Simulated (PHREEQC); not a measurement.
1 kg of water holding 0.51 mol/kgw KCl and 0.13 mol/kgw NaCl is evaporated at 15 °C; the solids stay in contact with the brine. CO2 from the air is kept out. The run lets Halite, Sylvite precipitate or redissolve, and no other solid.

Base run: PHREEQC, Pitzer model, pitzer.dat. Each further column changes one thing. The table gives water activity.

```csv
H2O removed (mol),base,temperature from 15 to 50 °C,temperature from 15 to 25 °C
0,0.979,0.979,0.979
24.69,0.963,0.963,0.963
41.44,0.919,0.917,0.918
47.7,0.850,0.846,0.848
51.94,0.822,0.772,0.806
53.53,0.780,0.736,0.766
54.41,0.730,0.704,0.722
55.01,0.730,0.704,0.722
55.23,0.730,0.704,0.722
```

 At this temperature some constants are extrapolated from 25 °C, and those without enthalpy data are left unchanged.
